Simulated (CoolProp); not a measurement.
Computed with CoolProp (reference Helmholtz-energy equation of state, Zhou 2011).

Q: For dimethyl carbonate, give the phase and the cp (kJ/(kg K)) at 266.35 °C and 0.247 bar; 44.15 °C and 74.8 bar.

A: 
- 266.35 °C and 0.247 bar: gas; cp 1.75
- 44.15 °C and 74.8 bar: liquid; cp 1.85
